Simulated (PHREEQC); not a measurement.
Solution (25 °C): 1 mmol/kgw CuCl2, 0.24 mmol/kgw HBF4 and 1.9 mmol/kgw NaCl. Closed to the air; pH follows from the charge balance.

Equilibrium calculation in PHREEQC: ion-association model, wateq4f.dat.

Task: The ionic strength comes out as 0.00543 mol/kgw. What activity coefficients do CuCl+, Cl-, Na+, H+, Cu+2 get?

Result: CuCl+ 0.92, Cl- 0.92, Na+ 0.92, H+ 0.93, Cu+2 0.74.

This is a speciation only: nothing precipitates in the calculation. Real BF4- forms and hydrolyses slowly; the run takes it at equilibrium.
